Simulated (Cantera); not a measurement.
An adiabatic, constant-pressure homogeneous reactor starts with H2 : O2 : N2 : NO = 1 : 0.294 : 1.11 : 0.008 (molar parts), at 1750 K and 3.40 bar. Integrator tolerance rtol = 1e-08.

Computed with Cantera and GRI-Mech 3.0 (53 species, 325 reactions). The hydrogen kinetics of GRI-Mech 3.0 are dated; newer H2 mechanisms differ, most at raised pressure. Above 3000 K some thermodynamic fits are extrapolated.

What does this change do: 0.057 parts CO2 added?


| quantity | before | after |
|---|---|---|
| time of steepest temperature rise | 2.04 µs | 2.09 µs |
| temperature at 3.00 s | 3031 K | 2997 K |
| equilibrium temperature | 3031 K | 2997 K |
| x(H2) at 3.00 s | 0.182 (gas-phase equilibrium 0.182) | 0.160 (gas-phase equilibrium 0.160) |
| x(O2) at 3.00 s | 0.00134 (gas-phase equilibrium 0.00134) | 0.00154 (gas-phase equilibrium 0.00154) |
| x(NO) at 3.00 s | 0.00319 (gas-phase equilibrium 0.00319) | 0.00324 (gas-phase equilibrium 0.00324) |
| x(OH) at 3.00 s | 0.0185 (gas-phase equilibrium 0.0185) | 0.0184 (gas-phase equilibrium 0.0184) |
| x(HO2) at 3.00 s | 2.15e-6 (gas-phase equilibrium 2.15e-6) | 2.31e-6 (gas-phase equilibrium 2.31e-6) |
| x(H) at 3.00 s | 0.0405 (gas-phase equilibrium 0.0405) | 0.0342 (gas-phase equilibrium 0.0342) |

What does this change do: pressure from 3.40 bar to 1.00 bar?


```json
[
 {"quantity": "time of steepest temperature rise", "before": "2.04 µs", "after": "6.76 µs"},
 {"quantity": "temperature at 3.00 s", "before": "3031 K", "after": "2917 K"},
 {"quantity": "equilibrium temperature", "before": "3031 K", "after": "2917 K"},
 {"quantity": "x(H2) at 3.00 s", "before": "0.182 (gas-phase equilibrium 0.182)", "after": "0.179 (gas-phase equilibrium 0.179)"},
 {"quantity": "x(O2) at 3.00 s", "before": "0.00134 (gas-phase equilibrium 0.00134)", "after": "0.00202 (gas-phase equilibrium 0.00202)"},
 {"quantity": "x(NO) at 3.00 s", "before": "0.00319 (gas-phase equilibrium 0.00319)", "after": "0.00338 (gas-phase equilibrium 0.00338)"},
 {"quantity": "x(OH) at 3.00 s", "before": "0.0185 (gas-phase equilibrium 0.0185)", "after": "0.0213 (gas-phase equilibrium 0.0213)"},
 {"quantity": "x(HO2) at 3.00 s", "before": "2.15e-6 (gas-phase equilibrium 2.15e-6)", "after": "1.71e-6 (gas-phase equilibrium 1.71e-6)"},
 {"quantity": "x(H) at 3.00 s", "before": "0.0405 (gas-phase equilibrium 0.0405)", "after": "0.0518 (gas-phase equilibrium 0.0518)"}
]
```
